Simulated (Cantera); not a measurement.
Input (Python, Cantera):

```python
import numpy as np
import cantera as ct

gas = ct.Solution("gri30.yaml")
gas.TPX = 1300, 1000000, {'H2': 1, 'O2': 0.667, 'N2': 6.4}
reactor = ct.IdealGasReactor(gas, energy="on", clone=False)
net = ct.ReactorNet([reactor])
net.rtol, net.atol = 1e-08, 1e-16
show = ['H2', 'O2', 'H', 'NO', 'NO2', 'HO2']
times = np.geomspace(8e-06, 10, 14)

steps = ct.SolutionArray(gas, extra=["t"])
rows = []
print(f"{'t/s':>10s}{'T/K':>9s}{'P/Pa':>11s}" + "".join(f"{s:>11s}" for s in show))
for t in times:
    while net.time < t:
        t_next = net.step()
        steps.append(gas.state, t=t_next)
    rows.append([np.interp(t, steps.t, y) for y in (steps.T, steps.P, *steps(*show).X.T)])
    print(f"{t:10.3e}{rows[-1][0]:9.1f}{rows[-1][1]:11.4g}" + "".join(f"{x:11.3e}" for x in rows[-1][2:]))
rate = np.gradient(steps.T, steps.t)
print("integrator steps:", len(steps.t))
if steps.T.max() > steps.T[0] + 200:
    print(f"time of steepest temperature rise: {steps.t[rate.argmax()]:.4e} s")
gas.TPX = 1300, 1000000, {'H2': 1, 'O2': 0.667, 'N2': 6.4}
gas.equilibrate("UV")
print(f"equilibrium (UV): T = {gas.T:.1f} K  " + "  ".join(f"{s} {gas[s].X[0]:.3e}" for s in show))
```

Result:

```
       t/s      T/K       P/Pa         H2         O2          H         NO        NO2        HO2
 8.000e-06   1322.6  1.016e+06  1.202e-01  8.072e-02  7.801e-04  2.771e-09  1.696e-11  2.581e-04
 2.355e-05   2374.5  1.716e+06  8.448e-04  2.145e-02  1.214e-04  6.483e-05  9.722e-08  4.758e-06
 6.935e-05   2377.8  1.718e+06  6.867e-04  2.145e-02  9.109e-05  9.325e-05  1.253e-07  4.290e-06
 2.042e-04   2377.6  1.718e+06  6.865e-04  2.141e-02  9.099e-05  1.745e-04  2.344e-07  4.281e-06
 6.013e-04   2377.0  1.717e+06  6.862e-04  2.130e-02  9.070e-05  4.075e-04  5.465e-07  4.256e-06
 1.770e-03   2375.3  1.716e+06  6.853e-04  2.099e-02  8.992e-05  1.042e-03  1.390e-06  4.189e-06
 5.213e-03   2371.4  1.713e+06  6.834e-04  2.028e-02  8.817e-05  2.508e-03  3.299e-06  4.034e-06
 1.535e-02   2365.7  1.709e+06  6.813e-04  1.926e-02  8.574e-05  4.597e-03  5.927e-06  3.817e-06
 4.519e-02   2363.3  1.707e+06  6.806e-04  1.882e-02  8.472e-05  5.504e-03  7.031e-06  3.724e-06
 1.331e-01   2363.2  1.707e+06  6.806e-04  1.880e-02  8.469e-05  5.535e-03  7.067e-06  3.721e-06
 3.918e-01   2363.2  1.707e+06  6.806e-04  1.880e-02  8.469e-05  5.535e-03  7.067e-06  3.721e-06
 1.153e+00   2363.2  1.707e+06  6.806e-04  1.880e-02  8.469e-05  5.535e-03  7.067e-06  3.721e-06
 3.396e+00   2363.2  1.707e+06  6.806e-04  1.880e-02  8.469e-05  5.535e-03  7.067e-06  3.721e-06
 1.000e+01   2363.2  1.707e+06  6.806e-04  1.880e-02  8.469e-05  5.535e-03  7.067e-06  3.721e-06
integrator steps: 1250
time of steepest temperature rise: 9.5213e-06 s
equilibrium (UV): T = 2363.2 K  H2 6.806e-04  O2 1.880e-02  H 8.469e-05  NO 5.535e-03  NO2 7.067e-06  HO2 3.721e-06
```

Cantera simulation using GRI-Mech 3.0 (53 species, 325 reactions); the numbers are that mechanism's predictions, not measurements. The hydrogen kinetics of GRI-Mech 3.0 are dated; newer H2 mechanisms differ, most at raised pressure.
